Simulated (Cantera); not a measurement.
Source: NASA polynomial tables (part measured, part estimated), evaluated in Cantera. Values are per mole of reaction as written; species without (g) are pure solids or liquids, kept so even where they would boil at 1 bar.

SF₄(g) + 2 O(g) = SO₂(g) + 4 F(g)

```json
[
 {"T (K)": "1523", "ΔH° (kJ)": "280.6", "ΔS° (J/K)": "257.7", "ΔG° (kJ)": "-112.0", "log10 K": "3.84"},
 {"T (K)": "1673", "ΔH° (kJ)": "?", "ΔS° (J/K)": "?", "ΔG° (kJ)": "?", "log10 K": "?"},
 {"T (K)": "1823", "ΔH° (kJ)": "?", "ΔS° (J/K)": "?", "ΔG° (kJ)": "?", "log10 K": "?"},
 {"T (K)": "1973", "ΔH° (kJ)": "277.5", "ΔS° (J/K)": "256.0", "ΔG° (kJ)": "-227.6", "log10 K": "6.02"},
 {"T (K)": "2123", "ΔH° (kJ)": "276.5", "ΔS° (J/K)": "255.5", "ΔG° (kJ)": "-265.9", "log10 K": "6.54"}
]
```

**Question.** Fill in the missing entries.

**Answer.** 
- 1673, ΔH° (kJ): 279.5
- 1673, ΔS° (J/K): 257.1
- 1673, ΔG° (kJ): -150.6
- 1673, log10 K: 4.70
- 1823, ΔH° (kJ): 278.5
- 1823, ΔS° (J/K): 256.5
- 1823, ΔG° (kJ): -189.1
- 1823, log10 K: 5.42
